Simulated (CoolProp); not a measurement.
Octamethyltrisiloxane (MDM) along the isobar 101 kPa: Z from the reference equation and from simpler models built on Tc = 565.4 K, pc = 1438 kPa, ω = 0.528; each cubic takes its own stable root.

The numbers come from the reference Helmholtz-energy equation of state, Thol 2017 in CoolProp.

| T (K) | phase | reference | van der Waals | Soave-Redlich-Kwong |
|---|---|---|---|---|
| 448.1 | gas | 0.9399 | 0.9626 | 0.9430 |
| 460.8 | gas | ? | 0.9651 | 0.9483 |
| 473.5 | gas | 0.9519 | 0.9673 | ? |
| 486.2 | gas | 0.9567 | ? | 0.9573 |
| 498.9 | gas | 0.9609 | ? | 0.9611 |
| 511.6 | gas | 0.9646 | 0.9729 | 0.9645 |
| 524.3 | gas | 0.9679 | 0.9744 | 0.9676 |
| 536.9 | gas | 0.9707 | 0.9759 | 0.9703 |
| 549.6 | gas | 0.9733 | 0.9772 | 0.9729 |
| 562.3 | gas | 0.9756 | 0.9785 | 0.9752 |
| 575 | gas | 0.9777 | 0.9796 | 0.9773 |

What belongs in the gaps?


- 460.8, reference: 0.9463
- 473.5, Soave-Redlich-Kwong: 0.9530
- 486.2, van der Waals: 0.9693
- 498.9, van der Waals: 0.9712
